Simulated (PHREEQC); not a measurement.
## Leach liquor

Solution (25 °C): 0.0054 mol/kgw HCl, 3.4e-05 mol/kgw CuSO4 and 0.00124 mol/kgw MnSO4. Closed to the air; pH follows from the charge balance.

All values are PHREEQC results (ion-association model, wateq4f.dat), not measurements.

| Property | Value |
|---|---|
| pH | 2.33 |
| ionic strength | 0.00952 mol/kgw |
| total alkalinity | -5.40 meq/kg |

```json
[
 {"species": "Cl-", "molality": "0.00538", "activity": "0.00486", "log γ": "-0.045"},
 {"species": "H+", "molality": "0.00510", "activity": "0.00467", "log γ": "-0.039"},
 {"species": "Mn+2", "molality": "0.00114", "activity": "0.000776", "log γ": "-0.167"},
 {"species": "SO4-2", "molality": "0.000889", "activity": "0.000598", "log γ": "-0.172"},
 {"species": "HSO4-", "molality": "0.000300", "activity": "0.000271", "log γ": "-0.043"},
 {"species": "MnSO4", "molality": "8.24e-5", "activity": "8.26e-5", "log γ": "0.001"},
 {"species": "Cu+2", "molality": "3.11e-5", "activity": "2.12e-5", "log γ": "-0.167"},
 {"species": "MnCl+", "molality": "1.70e-5", "activity": "1.54e-5", "log γ": "-0.043"},
 {"species": "CuSO4", "molality": "2.58e-6", "activity": "2.59e-6", "log γ": "0.001"},
 {"species": "CuCl+", "molality": "3.06e-7", "activity": "2.77e-7", "log γ": "-0.044"},
 {"species": "MnCl2", "molality": "3.25e-8", "activity": "3.26e-8", "log γ": "0.001"}
]
```

No solid was allowed to form.
